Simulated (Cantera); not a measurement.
Mixture: 9.58 % CH4, 2.39 % H2, 18.5 % O2, 69.5 % N2, equivalence ratio 1.1, at 4.93 atm, adiabatic and at constant volume. Ignition delay is the time to a rise of 400 K.

Detailed kinetics in Cantera: GRI-Mech 3.0 (53 species, 325 reactions).

**Question.** Predict: delay at 1300 K; delay at 1375 K; delay at 1450 K; delay at 1525 K; delay at 1600 K; apparent activation energy between 1450 and 1600 K.

**Answer.** 
| Item | Value |
|---|---|
| delay at 1300 K | 0.575 ms |
| delay at 1375 K | 0.315 ms |
| delay at 1450 K | 0.175 ms |
| delay at 1525 K | 99.4 µs |
| delay at 1600 K | 58.3 µs |
| apparent activation energy between 1450 and 1600 K | 140 kJ/mol |
